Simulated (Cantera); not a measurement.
Mixture: C₃H₈ : O₂ : N₂ = 1 : 5.56 : 30.6 (molar parts), equivalence ratio 0.90, at 60000 Pa, adiabatic and at constant pressure. Ignition delay is the time to a rise of 400 K.

Model: GRI-Mech 3.0 (53 species, 325 reactions), integrated in Cantera. GRI-Mech 3.0 was tuned for natural gas; its chemistry of propane as a main component is partial and can be far from experiment.

What does this change do: 0.14 parts H2 added?


```json
[
 {"quantity": "delay at 1298 K", "before": "1.60 ms", "after": "1.52 ms"},
 {"quantity": "delay at 1348 K", "before": "0.748 ms", "after": "0.717 ms"},
 {"quantity": "delay at 1398 K", "before": "0.387 ms", "after": "0.373 ms"},
 {"quantity": "delay at 1448 K", "before": "0.220 ms", "after": "0.213 ms"},
 {"quantity": "delay at 1498 K", "before": "0.136 ms", "after": "0.132 ms"},
 {"quantity": "delay at 1548 K", "before": "89.9 µs", "after": "88.1 µs"},
 {"quantity": "apparent activation energy between 1448 and 1548 K", "before": "170 kJ/mol", "after": "160 kJ/mol"}
]
```

What does this change do: 0.15 parts H2 added?


```json
[
 {"quantity": "delay at 1298 K", "before": "1.60 ms", "after": "1.51 ms"},
 {"quantity": "delay at 1348 K", "before": "0.748 ms", "after": "0.714 ms"},
 {"quantity": "delay at 1398 K", "before": "0.387 ms", "after": "0.372 ms"},
 {"quantity": "delay at 1448 K", "before": "0.220 ms", "after": "0.213 ms"},
 {"quantity": "delay at 1498 K", "before": "0.136 ms", "after": "0.132 ms"},
 {"quantity": "delay at 1548 K", "before": "89.9 µs", "after": "87.9 µs"},
 {"quantity": "apparent activation energy between 1448 and 1548 K", "before": "170 kJ/mol", "after": "160 kJ/mol"}
]
```
